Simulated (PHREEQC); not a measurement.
A solution holds 4 mmol/kgw NH3, 0.67 mmol/kgw Na2SiO3 and 140 mmol/kgw (CH3)4NCl, at 20 °C. Closed to the air; pH follows from the charge balance.

Model: ion-association model, wateq4f.dat, run in PHREEQC.

Q: The ionic strength comes out as 0.141 mol/kgw. What activity coefficients do H2SiO4-2, Na+, NH4+, Cl-, H3SiO4- get?

A: H2SiO4-2 0.35, Na+ 0.76, NH4+ 0.76, Cl- 0.74, H3SiO4- 0.75.

Precipitation was switched off in this run. Complexes and solids missing from the database can't appear. (CH3)4N+ isn't in the database: it is added as a free cation with an ion size of 4 Å.
